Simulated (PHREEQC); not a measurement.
**Alkaline etch or developer: speciation**

A solution holds 0.37 mol/kgw TMAH, 0.0008 mol/kgw H3BO3 and 0.00049 mol/kgw (CH3)4NCl, at 2.8 °C. Closed to the air; pH follows from the charge balance.

Model: ion-association model, wateq4f.dat, run in PHREEQC.

Each row changes one thing in this solution. No solid was allowed to form.

```json
[
 {"case": "as made", "pH": "14.22", "H3BO3 (mol/kgw)": "7.53e-9"},
 {"case": "H3BO3 from 0.0008 to 0.004 mol/kgw", "pH": "(withheld)", "H3BO3 (mol/kgw)": "3.80e-8"},
 {"case": "(CH3)4NCl replaced by ZnCl2 at the same molality", "pH": "14.22", "H3BO3 (mol/kgw)": "7.57e-9"},
 {"case": "(CH3)4NCl from 0.00049 to 0.000441 mol/kgw", "pH": "14.22", "H3BO3 (mol/kgw)": "7.53e-9"},
 {"case": "diluted 2-fold with water", "pH": "(withheld)", "H3BO3 (mol/kgw)": "8.07e-9"}
]
```

Question: Fill in the missing entries.

Answer: 
- H3BO3 from 0.0008 to 0.004 mol/kgw, pH: 14.21
- diluted 2-fold with water, pH: 13.95

(CH3)4N+ isn't in the database: it is added as a free cation with an ion size of 4 Å. Constants without temperature data keep their 25 °C values here.
